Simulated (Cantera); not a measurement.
Feed: 1 mol Pb, 0.042 mol H₂, 0.13 mol N₂, equilibrated at 827 °C.

These are equilibrium values from Cantera (NASA tables, ideal gas, pure condensed phases), not measurements of a reactor. Candidate condensed phases: Pb; 11 gas species. The numbers say what is thermodynamically allowed, not how fast it happens.

log p: log10 of the partial pressure in bar; n: condensed amount in mol.

```
P (Pa)   log p Pb  log p N₂  log p H₂  log p NH₃  log p Pb₂  n Pb(l)
-------  --------  --------  --------  ---------  ---------  -------
10          -4.07     -4.95     -5.45     -14.14      -9.14        0
42          -3.92     -3.65     -4.14     -11.53      -8.83    0.930
180         -3.92     -2.90     -3.39     -10.03      -8.83    0.988
750         -3.92     -2.25     -2.74      -8.74      -8.83    0.997
3200        -3.92       [?]       [?]        [?]      -8.83    0.999
13000       -3.92     -1.01     -1.50      -6.25      -8.83    1.000
56000       -3.92       [?]       [?]        [?]      -8.83    1.000
240000      -3.92      0.26     -0.23      -3.72      -8.83    1.000
1000000     -3.92      0.88      0.39      -2.48      -8.83    1.000
```

Task: Some entries are withheld; supply them.

Result: 
- 56000, log p N₂: -0.37
- 56000, log p H₂: -0.86
- 56000, log p NH₃: -4.98
- 3200, log p N₂: -1.62
- 3200, log p H₂: -2.11
- 3200, log p NH₃: -7.47
